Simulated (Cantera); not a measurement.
## Equilibrium for carbothermic reduction: TiO2 + CO

Feed: 1 mol TiO2, 1.8 mol CO, equilibrated at 30.0 Pa.

These are equilibrium values from Cantera (NASA tables, ideal gas, pure condensed phases), not measurements of a reactor. Candidate condensed phases: C, Ti, TiC, TiO, TiO2, Ti2O3, Ti3O5, Ti4O7; 15 gas species. Mutual solubility and eutectic melting of coexisting phases are not modelled. Condensed phases not in the tables: Magnéli phases beyond Ti4O7. The numbers say what is thermodynamically allowed, not how fast it happens.

```
T (K)   x CO    x TiO2     x TiO     x CO2       x O      x O2  n C(graphite)  n TiO2(rutile)  n Ti4O7(s)  n Ti4O7(l)
-----  -----  --------  --------  --------  --------  --------  -------------  --------------  ----------  ----------
823    0.986    <1e-12    <1e-12    0.0140    <1e-12    <1e-12         0.0248            1.00           0           0
1023   1.000    <1e-12    <1e-12  0.000138    <1e-12    <1e-12              0           0.999    0.000249           0
1223   0.999    <1e-12    <1e-12  0.000936    <1e-12    <1e-12              0           0.993     0.00168           0
1423   0.996  2.28e-10  2.45e-11   0.00389  2.54e-11    <1e-12              0           0.972     0.00700           0
1623   0.988   1.41e-7   1.13e-8    0.0118   2.04e-8  3.45e-10              0           0.915      0.0213           0
1823   0.971   2.06e-5   1.27e-6    0.0290   3.90e-6   2.01e-7              0           0.791      0.0521           0
2023   0.902   0.00109   3.20e-5    0.0959  0.000452   9.64e-5              0           0.302           0       0.174
2223   0.854    0.0182  0.000656     0.115   0.00985   0.00298              0               0           0       0.241
2423   0.758     0.138    0.0188    0.0392    0.0408   0.00520              0               0           0       0.162
2623   0.567     0.203     0.117   0.00952    0.0991   0.00442              0               0           0           0
```
x: gas mole fraction; n: condensed amount in mol.

At 823 K the condensed part is C(graphite) + TiO2(rutile). From 1023 K to 1823 K the condensed part is TiO2(rutile) + Ti4O7(s). At 2023 K the condensed part is TiO2(rutile) + Ti4O7(l). From 2223 K to 2423 K the condensed part is Ti4O7(l). At 2623 K nothing is condensed.
